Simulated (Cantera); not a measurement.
A freely propagating, adiabatic, planar premixed flame of CO : H₂ : CH₄ : O₂ : N₂ = 1 : 0.054 : 0.28 : 1.6 : 6.01 (molar parts), unburnt at 375 K and 1.10 bar; mixture-averaged transport, grid criteria slope 0.08 and curve 0.16, no radiation.

Cantera simulation using GRI-Mech 3.0 (53 species, 325 reactions); the numbers are that mechanism's predictions, not measurements. Burning velocities carry a grid error of a few per cent, more on coarse grids.

**Question.** How do the results move with these cheaper or finer settings: unity-Lewis-number transport; multicomponent transport; multicomponent+Soret transport; grid criteria slope 0.5, curve 1; grid criteria slope 0.25, curve 0.5; grid criteria slope 0.03, curve 0.06?

**Answer.** 
| setting | laminar burning velocity | thermal thickness | grid points | grid points |
|---|---|---|---|---|
| as above | 43.7 cm/s | 0.494 mm | 125 | 125 |
| unity-Lewis-number transport | 37.5 cm/s | 0.486 mm | 136 | 136 |
| multicomponent transport | 43.8 cm/s | 0.497 mm | 125 | 125 |
| multicomponent+Soret transport | 42.7 cm/s | 0.503 mm | 125 | 125 |
| grid criteria slope 0.5, curve 1 | 46.5 cm/s | 0.534 mm | 37 | 37 |
| grid criteria slope 0.25, curve 0.5 | 45.2 cm/s | 0.511 mm | 54 | 54 |
| grid criteria slope 0.03, curve 0.06 | 43.3 cm/s | 0.489 mm | 333 | 333 |
The base run took around 10 core-seconds (rough).
Unity Lewis numbers drop preferential diffusion, which matters most where H2 and H carry the flame; Soret adds thermal diffusion.
